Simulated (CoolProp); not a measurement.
Vapour pressure (MPa) of R245fa: the reference equation beside estimates from Tc = 427.0 K, pc = 3.651 MPa, ω = 0.378. Clausius-Clapeyron is anchored at 356.2 K with a constant enthalpy of vaporisation of 20.28 kJ/mol.

The numbers come from the reference Helmholtz-energy equation of state, Akasaka 2015 in CoolProp.

```
T (K)  reference  Clausius-Clapeyron  Redlich-Kwong  Soave-Redlich-Kwong  Peng-Robinson
-----  ---------  ------------------  -------------  -------------------  -------------
334.3     0.4778              0.5434         0.7683               0.4811         0.4757
338.6          ?              0.5961         0.8429               0.5428              ?
343       0.6069              0.6538         0.9242               0.6120         0.6044
347.4     0.6814              0.7155          1.011                    ?         0.6788
351.8     0.7627                   ?          1.103               0.7702         0.7600
356.2     0.8510              0.8510          1.200               0.8599         0.8485
360.6     0.9468              0.9252          1.303               0.9573         0.9445
364.9          ?               1.002          1.410                1.060          1.046
369.3      1.160               1.085          1.525                1.174          1.159
373.7      1.280               1.173          1.646                1.297          1.280
378.1      1.410               1.265              ?                1.428          1.411
382.5      1.550               1.363          1.907                1.570          1.551
```

Q: Some entries are withheld; supply them.

A: 
- 338.6, reference: 0.5387
- 338.6, Peng-Robinson: 0.5364
- 347.4, Soave-Redlich-Kwong: 0.6876
- 351.8, Clausius-Clapeyron: 0.7811
- 364.9, reference: 1.048
- 378.1, Redlich-Kwong: 1.773

Absolute difference from the reference over all 12 rows, mean and median: Clausius-Clapeyron 6.9 and 7.1 %, Redlich-Kwong 40.4 and 39.3 %, Soave-Redlich-Kwong 1.0 and 1.1 %, Peng-Robinson 0.2 and 0.3 %.
